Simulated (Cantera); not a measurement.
Thermodynamics of carbon deposition, reforming and gasification, feed C2H5OH + O2 + H2 + NH3

Charge: 1 mol C2H5OH, 0.21 mol O2, a varied amount of H2, 0.82 mol NH3, at 827 °C and 7.50 bar.

Cantera equilibrium calculation (NASA polynomials, part measured and part estimated; ideal gas, pure solids and liquids). Candidate condensed phases: C, C6H6, C7H8, C8H18, H2O; 136 gas species. Rates play no part.

```
n(H2) (mol)   x H2    x CO  x CH4    x N2   x H2O    x CO2  n C(graphite)
-----------  -----  ------  -----  ------  ------  -------  -------------
1.2          0.615   0.143  0.102  0.0662  0.0592   0.0136          0.400
1.6          0.626   0.136  0.105  0.0628  0.0572   0.0123          0.345
2.1          0.638   0.128  0.109  0.0589  0.0548   0.0109          0.276
2.5          0.646   0.122  0.112  0.0562  0.0530  0.00989          0.219
2.9          0.654   0.117  0.115  0.0537  0.0513  0.00905          0.163
3.3          0.661   0.112  0.118  0.0514  0.0497  0.00831          0.106
3.7          0.667   0.108  0.120  0.0493  0.0482  0.00766         0.0486
4.1          0.674   0.103  0.121  0.0473  0.0470  0.00710              0
4.6          0.687  0.0955  0.118  0.0449  0.0476  0.00652              0
5            0.697  0.0901  0.115  0.0432  0.0478  0.00610              0
5.4          0.706  0.0851  0.113  0.0416  0.0480  0.00571              0
```
x: gas mole fraction; n: condensed amount in mol.

From 1.2 mol H2 to 3.7 mol H2 the condensed part is C(graphite). From 4.1 mol H2 to 5.4 mol H2 nothing is condensed. The main C-bearing gas is CO at 1.2 mol H2 and CH4 at 5.4 mol H2.
